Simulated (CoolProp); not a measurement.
Vapour-liquid equilibrium of carbon dioxide (1) + dimethyl ether (2) at 247.5 K; x and y are mole fractions of (1).

Model: multi-fluid Helmholtz-energy mixture model, Span 1996 and Wu 2011; pair parameters Bell 2016, in CoolProp.

| x | bubble pressure (kPa) | y at the bubble point | dew pressure at overall composition x (kPa) | liquid density (mol/L) |
|---|---|---|---|---|
| 0.05 | 146.5 | 0.357 | ___ | 16.31 |
| 0.15 | 254.5 | 0.661 | 113.5 | 16.99 |
| 0.25 | 376.5 | 0.793 | 127.3 | 17.71 |
| 0.35 | 512.5 | 0.866 | 145.0 | ___ |
| 0.45 | 662.1 | 0.911 | 168.2 | 19.26 |
| 0.55 | 824.0 | 0.940 | 200.4 | ___ |
| 0.65 | 996.3 | 0.961 | 247.9 | 20.96 |
| 0.75 | 1177 | 0.976 | 325.2 | 21.85 |
| 0.85 | 1362 | 0.987 | 474.7 | 22.74 |
| 0.95 | 1552 | ___ | 896.6 | 23.61 |

Q: Complete the blanks.

A: 
- 0.05, dew pressure at overall composition x (kPa): 102.4
- 0.35, liquid density (mol/L): 18.47
- 0.55, liquid density (mol/L): 20.09
- 0.95, y at the bubble point: 0.996

No azeotrope shows between x = 0.05 and 0.95.

Pair parameters are fitted to limited data, so mixtures are less certain than the pure fluids.
